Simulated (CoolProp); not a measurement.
CF4 (R14) at 298.15 K and 3.47 MPa flows at 0.88 m/s in a round tube of 1 mm bore and 1.5 µm roughness, fully developed (64/Re and Nu = 3.66 if laminar; Colebrook and Gnielinski if turbulent). Each further row changes one setting.

Values from CoolProp's reference Helmholtz-energy equation of state, Platzer 1990. This equation is an older, rougher fit.

| case | Reynolds number | Darcy friction factor | pressure drop (Pa/m) | heat-transfer coefficient (W/(m² K)) | mass flow (kg/h) |
|---|---|---|---|---|---|
| as stated | 6300 | ? | 2010 | ? | 0.351 |
| velocity 1.76 m/s | 12600 | ? | 6890 | 771 | 0.702 |
| diameter 2 mm | 12600 | 0.0303 | 828 | 370 | ? |

Problem. Some entries are withheld; supply them.

Solution. 
- as stated, Darcy friction factor: 0.0368
- as stated, heat-transfer coefficient (W/(m² K)): 414
- velocity 1.76 m/s, Darcy friction factor: 0.0315
- diameter 2 mm, mass flow (kg/h): 1.40

Viscosity comes from a separate model (Huber 2003), an estimate that may be off by 10 % or more. Thermal conductivity comes from a separate model (Huber 2003), an estimate that may be off by 10 % or more.
